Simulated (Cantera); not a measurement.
Thermodynamics of boron, boron nitride and boron oxide, feed BF3 + O2 + H2 + H2O + HF

Input: 1 mol BF3, 3.7 mol O2, 2.1 mol H2, 0.24 mol H2O, 0.036 mol HF, equilibrated at 0.000290 bar.

These are equilibrium values from Cantera (NASA tables, ideal gas, pure condensed phases), not measurements of a reactor. Candidate condensed phases: B, B2O3, B3O3H3, H2O; 43 gas species. Kinetics and transport are ignored.

From 1602 °C to 1902 °C nothing is condensed. The main B-bearing gas is BOF throughout.

```csv
T (°C),x O2,x HF,x H2O,x BOF,x O,x OH,x H,x HBO2,x H2
1602,0.367,0.312,0.157,0.116,0.00856,0.0118,0.00154,0.0227,0.00160
1652,0.363,0.311,0.153,0.115,0.0130,0.0152,0.00274,0.0223,0.00238
1702,0.357,0.310,0.148,0.113,0.0193,0.0192,0.00472,0.0218,0.00346
1752,0.349,0.307,0.141,0.112,0.0281,0.0239,0.00789,0.0209,0.00487
1802,0.339,0.303,0.132,0.110,0.0399,0.0290,0.0128,0.0199,0.00665
1852,0.327,0.298,0.122,0.108,0.0554,0.0344,0.0200,0.0184,0.00879
1902,0.311,0.292,0.109,0.106,0.0755,0.0397,0.0303,0.0166,0.0112
```
x: gas mole fraction; nothing condenses.
